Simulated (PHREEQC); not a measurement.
Acid rinse or clean (model solution)

Dissolve 0.054 mol HCl, 0.014 mol FeCl3 and 0.24 mol MgCl2 per kg of water at 25 °C. Closed to the air; pH follows from the charge balance.

Computed with PHREEQC (ion-association model, phreeqc.dat).

The pH comes out as 1.39 and the ionic strength comes out as 0.815 mol/kgw. The activity of water is 0.985. The density is 1.018 g/cm³. The total alkalinity comes out as -82.0 meq/kg.

| species | molality | activity | log γ |
|---|---|---|---|
| Cl- | 0.560 | 0.347 | -0.208 |
| Mg+2 | 0.240 | 0.0697 | -0.537 |
| H+ | 0.0541 | 0.0405 | -0.125 |
| FeCl+2 | 0.00830 | 0.00150 | -0.742 |
| FeCl2+ | 0.00358 | 0.00233 | -0.185 |
| Fe+3 | 0.00193 | 0.000143 | -1.129 |
| FeOH+2 | 0.000124 | 2.25e-5 | -0.742 |
| FeCl3 | 6.72e-5 | 8.10e-5 | 0.081 |

This is a speciation only: nothing precipitates in the calculation. The solution is supersaturated, for example in Hematite (slow to form), Goethite (slow to form), so a real one may precipitate; this is no full list. Ionic strength above about 0.7 mol/kgw puts this run outside the model's range.
